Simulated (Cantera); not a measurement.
An isothermal, constant-pressure homogeneous reactor starts with 1.11 % CO, 5.71 % O2, 7.93 % H2O, 85.3 % N2, at 1298 K and 1.00 bar.

Computed with Cantera and GRI-Mech 3.0 (53 species, 325 reactions).

Predict: x(CO) at 100 s; x(O2) at 100 s; x(H2O) at 100 s; x(H2) at 100 s; x(NO) at 100 s; x(CO2) at 100 s.


```json
{
  "x(CO) at 100 s": "7.24e-9 (gas-phase equilibrium 7.25e-9)",
  "x(O2) at 100 s": "0.0519 (gas-phase equilibrium 0.0518)",
  "x(H2O) at 100 s": "0.0797 (gas-phase equilibrium 0.0797)",
  "x(H2) at 100 s": "2.95e-8 (gas-phase equilibrium 2.95e-8)",
  "x(NO) at 100 s": "6.04e-8 (gas-phase equilibrium 0.000203)",
  "x(CO2) at 100 s": "0.0111 (gas-phase equilibrium 0.0111)"
}
```
